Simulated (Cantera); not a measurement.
An isothermal, constant-pressure homogeneous reactor starts with N₂O : O₂ = 1 : 0.33 (molar parts), at 1475 K and 1.00 bar. Integrator tolerance rtol = 1e-08.

Detailed kinetics in Cantera: GRI-Mech 3.0 (53 species, 325 reactions). GRI-Mech 3.0 was tuned for natural gas; its chemistry of N2O as a main component is partial and can be far from experiment. The temperature is held fixed by assumption; the heat of reaction is taken as removed at once.

Question: What does this change do: temperature 1475 to 1375 K?

Answer: 
| quantity | before | after |
|---|---|---|
| x(N₂O) at 2.00 s | 3.40e-6 (gas-phase equilibrium 6.83e-8) | 6.02e-6 (gas-phase equilibrium 4.12e-8) |
| x(O₂) at 2.00 s | 0.402 (gas-phase equilibrium 0.453) | 0.414 (gas-phase equilibrium 0.453) |
| x(NO₂) at 2.00 s | 0.000816 (gas-phase equilibrium 1.12e-5) | 0.000876 (gas-phase equilibrium 9.18e-6) |
| x(N₂) at 2.00 s | 0.495 (gas-phase equilibrium 0.546) | 0.508 (gas-phase equilibrium 0.546) |
| x(NO) at 2.00 s | 0.102 (gas-phase equilibrium 0.00133) | 0.0770 (gas-phase equilibrium 0.000772) |
The mechanism lacks the step 2 NO + O2 → 2 NO2, which can matter for NO2 below about 1400 K.
